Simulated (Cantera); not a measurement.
Feed: 1 mol CuF2, 4.1 mol H2O, 0.48 mol N2, at 1200 °C and 480 Pa.

Cantera equilibrium calculation (NASA polynomials, part measured and part estimated; ideal gas, pure solids and liquids). Candidate condensed phases: Cu, CuF2, CuO, Cu(OH)2, Cu2O, H2O; 45 gas species. Equilibrium is a limit: real reactors are often held back by kinetics, nucleation or transport.

Base state: H2O 0.532, HF 0.337, N2 0.0820, O2 0.0428, CuF 0.00455, Cu 0.000785, OH 0.000363, NO 0.000156 (mole fractions); condensed: Cu2O(s).

**Question.** What changes in the equilibrium state with this change: pressure from 480 Pa to 3.60 Pa?

**Answer.** 
```csv
species,before,after
H2O,0.532,0.451
HF,0.337,0.268
Cu,0.000785,0.125
CuF,0.00455,0.0178
O2,0.0428,0.0668
N2,0.0820,0.0686
Cu2,1.87e-7,3.57e-5
H,1.28e-6,4.13e-5
CuO,2.38e-6,4.10e-5
O,8.35e-6,0.000120
H2,4.87e-5,0.000382
"Cu2O(s), mol",0.484,0
```

**Question.** What changes in the equilibrium state with this change: pressure from 480 Pa to 3700 Pa?

**Answer.** 
| species | before | after |
|---|---|---|
| H2O | 0.532 | 0.532 |
| HF | 0.337 | 0.341 |
| N2 | 0.0820 | 0.0822 |
| CuF | 0.00455 | 0.00166 |
| Cu | 0.000785 | 6.12e-5 |
| O2 | 0.0428 | 0.0427 |
| H2 | 4.87e-5 | 1.76e-5 |
| OH | 0.000363 | 0.000218 |
| NO | 0.000156 | 0.000156 |
| Cu2O(s), mol | 0.484 | 0.495 |
